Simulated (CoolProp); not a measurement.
Computed with CoolProp (reference Helmholtz-energy equation of state, Lemmon 2006). It is a short technical equation, of lower accuracy than the large ones.

Q: Give the vapour pressure (bar), liquid cp (kJ/(kg K)), vapour Z, surface tension (mN/m) of saturated C3F8 (R218) at 191.3, 227.5, 263.7 K.

A: 
```tsv
T (K)	p (bar)	liquid cp (kJ/(kg K))	vapour Z	surface tension (mN/m)
191.3	0.0733	0.885	0.991	16.1
227.5	0.666	0.956	0.960	11.6
263.7	3.01	1.04	0.889	7.37
```

Surface tension comes from a separate correlation (Mulero 2012).
